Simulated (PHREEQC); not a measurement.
**Nickel, zinc or cadmium bath (model solution)**

A solution holds 0.092 mol ZnSO4 and 0.003 mol NaCl per kg of water, at 25 °C. Closed to the air; pH follows from the charge balance.

Model: ion-association model, wateq4f.dat, run in PHREEQC.

No solid was allowed to form.

Problem. What pH, ionic strength does the model give?

Solution. pH 5.53; ionic strength 0.185 mol/kgw.

Problem. In which forms is Na present?

Solution. Na+ 95 %, NaSO4- 5.0 % of the Na.

Complexes and solids missing from the database can't appear.
